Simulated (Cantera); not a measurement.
Charge: 1 mol CuO, 0.55 mol CH4, 5.8 mol N2, at 1000 Pa.

Equilibrium computed with Cantera from the NASA thermochemical tables; the gas is ideal and each condensed phase is pure. Candidate condensed phases: C, C6H6, C7H8, C8H18, Cu, CuO, Cu(OH)2, Cu2O, H2O; 139 gas species. Kinetics and transport are ignored.

**Question.** What share of the Cu ends up in condensed phases as a function of T (°C), at 652, 752, 852, 952, 1052, 1152, 1252, 1352, 1452, 1552, 1652, 1752?

**Answer.** 
```json
[
 {"T (°C)": "652", "Cu condensed (%)": "100.0", "as": "Cu(s)"},
 {"T (°C)": "752", "Cu condensed (%)": "100.0", "as": "Cu(s)"},
 {"T (°C)": "852", "Cu condensed (%)": "100.0", "as": "Cu(s)"},
 {"T (°C)": "952", "Cu condensed (%)": "100.0", "as": "Cu(s)"},
 {"T (°C)": "1052", "Cu condensed (%)": "100.0", "as": "Cu(s)"},
 {"T (°C)": "1152", "Cu condensed (%)": "99.8", "as": "Cu(l)"},
 {"T (°C)": "1252", "Cu condensed (%)": "99.1", "as": "Cu(l)"},
 {"T (°C)": "1352", "Cu condensed (%)": "95.7", "as": "Cu(l)"},
 {"T (°C)": "1452", "Cu condensed (%)": "83.3", "as": "Cu(l)"},
 {"T (°C)": "1552", "Cu condensed (%)": "41.9", "as": "Cu(l)"},
 {"T (°C)": "1652", "Cu condensed (%)": "0.0", "as": "-"},
 {"T (°C)": "1752", "Cu condensed (%)": "0.0", "as": "-"}
]
```
